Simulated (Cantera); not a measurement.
Feed: 1 mol CH3F, 0.096 mol CH4, held at 825 K and 8.80 Pa.

These are equilibrium values from Cantera (NASA tables, ideal gas, pure condensed phases), not measurements of a reactor. Candidate condensed phases: C, C6H6, C7H8, C8H18; 95 gas species. Rates play no part.

Base state: H2 0.544, HF 0.456, CH4 2.35e-5 (mole fractions); condensed: C(graphite).

Question: What changes in the equilibrium state with this change: CH3F replaced by CF4?

Answer: 
| species | before | after |
|---|---|---|
| CF4 | <1e-9 | 0.702 |
| HF | 0.456 | 0.298 |
| H2 | 0.544 | <1e-9 |
| CH4 | 2.35e-5 | <1e-9 |
| C(graphite), mol | 1.10 | 0.192 |
Condensed phases not in the tables: fluorocarbon polymer. Gases not in the tables: C2F6 and larger saturated fluorocarbons.
